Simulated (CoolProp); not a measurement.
Saturated liquid density (kg/m³) of CH3F (R41): the reference equation beside estimates from Tc = 44.1 °C, pc = 5.906 MPa, ω = 0.200.

Values from CoolProp's reference Helmholtz-energy equation of state, Lemmon 2006. It is a short technical equation, of lower accuracy than the large ones.

```csv
T (°C),reference,van der Waals,Redlich-Kwong,Soave-Redlich-Kwong,Peng-Robinson
-105.25,935.0,491.2,728.0,739.5,833.0
-90.35,905.7,477.2,704.2,718.1,810.1
-75.35,874.9,462.0,678.2,694.3,784.4
-60.35,842.3,445.7,649.6,667.7,755.4
-45.35,807.4,428.0,618.2,637.8,722.6
-30.35,769.6,408.5,583.3,603.9,685.0
-15.45,728.0,386.8,544.3,565.2,641.5
-0.45,680.3,361.9,499.3,519.6,589.4
14.55,623.4,332.1,446.0,464.1,525.1
```

Absolute difference from the reference over all 9 rows, mean and median: van der Waals 47.0 and 47.0 %, Redlich-Kwong 24.2 and 23.4 %, Soave-Redlich-Kwong 21.9 and 21.0 %, Peng-Robinson 11.6 and 10.9 %.
